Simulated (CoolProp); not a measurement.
Properties of n-perfluorohexane along the isobar 8.18 MPa (Tc = 448.0 K, pc = 1.742 MPa, ω = 0.497).

Values from CoolProp's reference Helmholtz-energy equation of state, Gao 2022.

```json
[
 {"T (K)": "246.2", "phase": "liquid", "speed of sound (m/s)": "687.2", "Joule-Thomson coefficient (K/MPa)": "-0.3680"},
 {"T (K)": "260.8", "phase": "liquid", "speed of sound (m/s)": "653.2", "Joule-Thomson coefficient (K/MPa)": "-0.3530"},
 {"T (K)": "275.3", "phase": "liquid", "speed of sound (m/s)": "619.6", "Joule-Thomson coefficient (K/MPa)": "-0.3367"},
 {"T (K)": "289.9", "phase": "liquid", "speed of sound (m/s)": "585.9", "Joule-Thomson coefficient (K/MPa)": "-0.3188"},
 {"T (K)": "304.4", "phase": "liquid", "speed of sound (m/s)": "552.6", "Joule-Thomson coefficient (K/MPa)": "-0.2991"},
 {"T (K)": "319", "phase": "liquid", "speed of sound (m/s)": "519.0", "Joule-Thomson coefficient (K/MPa)": "-0.2768"},
 {"T (K)": "333.5", "phase": "liquid", "speed of sound (m/s)": "485.8", "Joule-Thomson coefficient (K/MPa)": "-0.2516"},
 {"T (K)": "348.1", "phase": "liquid", "speed of sound (m/s)": "452.5", "Joule-Thomson coefficient (K/MPa)": "-0.2224"},
 {"T (K)": "362.7", "phase": "liquid", "speed of sound (m/s)": "419.7", "Joule-Thomson coefficient (K/MPa)": "-0.1884"},
 {"T (K)": "377.2", "phase": "liquid", "speed of sound (m/s)": "387.6", "Joule-Thomson coefficient (K/MPa)": "-0.1487"},
 {"T (K)": "391.8", "phase": "liquid", "speed of sound (m/s)": "356.1", "Joule-Thomson coefficient (K/MPa)": "-0.1015"},
 {"T (K)": "406.3", "phase": "liquid", "speed of sound (m/s)": "326.0", "Joule-Thomson coefficient (K/MPa)": "-0.04590"},
 {"T (K)": "420.9", "phase": "liquid", "speed of sound (m/s)": "297.2", "Joule-Thomson coefficient (K/MPa)": "0.02068"},
 {"T (K)": "435.4", "phase": "liquid", "speed of sound (m/s)": "270.3", "Joule-Thomson coefficient (K/MPa)": "0.09916"},
 {"T (K)": "450", "phase": "supercritical", "speed of sound (m/s)": "245.5", "Joule-Thomson coefficient (K/MPa)": "0.1925"}
]
```
